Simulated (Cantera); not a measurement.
A Cantera script and what it prints.

```python
import numpy as np
import cantera as ct

gas_names = """
    C CO CO2 C2 C2O C3 C3O2 C4 C5 Ca CaO Ca2 O O2 O3
""".split()
cond_names = """
    C(gr) Ca(a) Ca(b) Ca(L) CaCO3(caL) CaO(s) CaO(L)
""".split()


# ... load() reads the species with a 1 bar reference pressure and builds the phases ...
atoms = {
    'CaCO3': {'Ca': 1, 'C': 1, 'O': 3},
    'CO2': {'C': 1, 'O': 2},
}
top_T = {'C(gr)': 4500}  # K; cautious upper limits of use, not melting points


# ... equilibrate(T, P, feed) seeds the gas with the atoms and calls Mixture.equilibrate('TP', solver="vcs", rtol=1e-11, max_steps=5000) ...
results = []
feed = {'CaCO3': 1, 'CO2': 3.7}  # mol
P = 210000  # Pa
for T in [723, 773, 823, 873, 923, 973, 1023, 1073, 1123, 1173, 1223, 1273]:
    mix = equilibrate(T, P, feed)
    results.append((T, P, feed, dict(zip(mix.species_names, mix.species_moles))))

top = {s: max(r[3][s] / sum(r[3][g] for g in gas_names) for r in results) for s in gas_names}
cols = sorted((s for s in top if top[s] > 1e-05), key=lambda s: -top[s])[:7]
seen = [c for c in cond_names if any(r[3].get(c, 0) > 1e-12 for r in results)]
print("log10 of partial pressures in bar; condensed amounts in mol")
print(f"{'T/K':>10s}" + "".join(f"{s[:9]:>10s}" for s in cols + seen))
for T, P, feed, n in results:
    ng = sum(n[g] for g in gas_names)
    print(f"{T:10.4g}" + "".join(f"{np.log10(max(n[s] / ng * P / 1e5, 1e-99)):10.3f}" for s in cols)
          + "".join(f"{n.get(c, 0):10.4g}" for c in seen))
```

It prints:

```
log10 of partial pressures in bar; condensed amounts in mol
       T/K       CO2        CO CaCO3(caL    CaO(s)
       723     0.322   -10.334         1         0
       773     0.322    -9.371         1         0
       823     0.322    -8.614         1         0
       873     0.322    -7.928         1         0
       923     0.322    -7.316         1         0
       973     0.322    -6.768         1         0
      1023     0.322    -6.274         1         0
      1073     0.322    -5.826         1         0
      1123     0.322    -5.418         1         0
      1173     0.322    -5.045         1         0
      1223     0.322    -4.703         0         1
      1273     0.322    -4.388         0         1
```

These are equilibrium values from Cantera (NASA tables, ideal gas, pure condensed phases), not measurements of a reactor.
